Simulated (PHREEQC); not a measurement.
## Spent oxide etchant: speciation

Make-up at 25 °C: 0.0013 mol/kgw HF and 0.00029 mol/kgw H2SiF6. Closed to the air; pH follows from the charge balance.

The numbers come from PHREEQC with the ion-association model, wateq4f.dat.

Precipitation was switched off in this run.

Question: What pH does the model give?

Answer: pH 2.96.

Question: In which forms is Si present?

Answer: H4SiO4 54 %, SiF6-2 46 % of the Si.

Examples of supersaturated solids here: Quartz (slow to form). Others may be too. Species that the database lacks are ignored. SiF6-2 is the database's only silicon fluoride.
